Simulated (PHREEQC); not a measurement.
**Brine (model solution)**

Make-up at 25 °C: 5.5 mol HCl, 0.88 mol FeCl2 and 3.78 mol NaCl per kg of water. Closed to the air; pH follows from the charge balance.

The numbers come from PHREEQC with the Pitzer model, pitzer.dat.

Precipitation was switched off in this run.

Question: What pH, activity of water, osmotic coefficient does the model give?

Answer: pH -2.95; activity of water 0.407; osmotic coefficient 2.351.

The solution is supersaturated, for example in Halite, so a real one may precipitate; this is no full list. In brines, pH and single-ion activities rest on the MacInnes convention.
